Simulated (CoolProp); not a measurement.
A Linde-Hampson liquefier for ethylene: isothermal reversible compression at 320 K from 1 atm to 15 MPa, throttling to 1 atm, return gas leaving the recuperator 2 K below the feed. Each further row changes one setting.

Computed with CoolProp (reference Helmholtz-energy equation of state, Smukala 2000).

| case | liquid yield per pass | compression work (kJ/kg of gas) |
|---|---|---|
| as stated | … | 404 |
| high pressure 30 MPa | 0.426 | … |
| warm-end temperature 350 K | … | … |
| warm-end gap 7 K | … | 404 |

Fill in the missing entries.


- as stated, liquid yield per pass: 0.392
- high pressure 30 MPa, compression work (kJ/kg of gas): 444
- warm-end temperature 350 K, liquid yield per pass: 0.288
- warm-end temperature 350 K, compression work (kJ/kg of gas): 465
- warm-end gap 7 K, liquid yield per pass: 0.385
